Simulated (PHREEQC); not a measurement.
0.049 g of hydrous ferric oxide (600 m²/g; 0.2 weak and 0.005 strong sites per Fe, Dzombak-Morel constants, diffuse double layer) in 1 kg of water with 0.1 mol/kgw of an inert sodium salt and 3.8e-05 mol MgCl2 and 0.00015 mol NaF, at 25 °C; the pH is set by adding NaOH or the inert anion's acid. Oxygen is held at 0.21 atm. The system is closed to CO2. No solid was allowed to form.

Base run: PHREEQC, ion-association model, wateq4f.dat. Each further column changes one thing. The table gives F sorbed (%).

```csv
pH,base,background salt from 0.1 to 0.01 mol/kgw,oxide from 0.049 to 0.24 g/kgw
3,15.9,33.9,53.9
3.75,19.7,36.1,62.9
4.5,17.9,30.2,58.9
4.88,15.5,25.6,53.2
5.62,9.7,15.9,[?]
6.38,4.5,7.3,19.3
7.12,1.6,[?],7.3
7.5,0.8,1.1,[?]
8.25,0.2,0.3,1.1
9,0.1,0.1,0.3
```

Problem. What belongs in the gaps?

Solution. 
- 5.62, oxide from 0.049 to 0.24 g/kgw: 37.1
- 7.12, background salt from 0.1 to 0.01 mol/kgw: 2.3
- 7.5, oxide from 0.049 to 0.24 g/kgw: 3.9

The oxide is taken as insoluble; below pH 4 it would dissolve.
